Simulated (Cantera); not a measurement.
**Low-pressure radical oxidation in H2/O2**

An isothermal, constant-pressure homogeneous reactor starts with H₂ : O₂ : H₂O = 0.014 : 1 : 0.0034 (molar parts), at 1023 K and 0.00740 atm.

Cantera simulation using GRI-Mech 3.0 (53 species, 325 reactions); the numbers are that mechanism's predictions, not measurements. Radical loss at walls, strong at low pressure, is not modelled.

| t (s) | x H₂ | x O₂ | x HO₂ | x OH | x H₂O₂ | x O | x H |
|---|---|---|---|---|---|---|---|
| 8.00e-5 | 0.0138 | 0.983 | 1.09e-11 | 1.87e-12 | <1e-12 | 1.93e-12 | 9.07e-12 |
| 0.000228 | 0.0138 | 0.983 | 3.12e-11 | 1.17e-11 | <1e-12 | 1.28e-11 | 1.99e-11 |
| 0.000649 | 0.0138 | 0.983 | 8.91e-11 | 5.77e-11 | <1e-12 | 7.28e-11 | 4.08e-11 |
| 0.00185 | 0.0138 | 0.983 | 2.56e-10 | 2.95e-10 | <1e-12 | 4.70e-10 | 1.31e-10 |
| 0.00526 | 0.0138 | 0.983 | 7.95e-10 | 5.03e-9 | <1e-12 | 9.13e-9 | 1.94e-9 |
| 0.0150 | 0.0137 | 0.983 | 1.27e-7 | 8.31e-6 | 2.38e-11 | 1.53e-5 | 3.20e-6 |
| 0.0427 | 0.000191 | 0.973 | 1.77e-6 | 0.000720 | 2.59e-8 | 0.00870 | 0.00134 |
| 0.122 | 6.43e-5 | 0.977 | 1.32e-6 | 0.000462 | 1.77e-8 | 0.00551 | 0.000540 |
| 0.346 | 2.32e-5 | 0.981 | 8.63e-7 | 0.000276 | 1.72e-8 | 0.00200 | 0.000117 |
| 0.986 | 4.74e-6 | 0.982 | 3.91e-7 | 0.000126 | 1.45e-8 | 0.000421 | 1.12e-5 |
| 2.81 | 7.22e-7 | 0.983 | 1.24e-7 | 5.03e-5 | 9.10e-9 | 6.66e-5 | 7.06e-7 |
| 8.00 | 1.11e-7 | 0.983 | 3.12e-8 | 2.02e-5 | 4.08e-9 | 1.06e-5 | 4.51e-8 |
x: mole fraction; the columns are a selection and need not sum to one.

Equilibrium at this temperature and pressure: H₂ 3.45e-11, O₂ 0.983, HO₂ 5.18e-10, OH 3.71e-7, H₂O₂ 5.55e-12, O 3.59e-9, H <1e-12 (gas phase only).
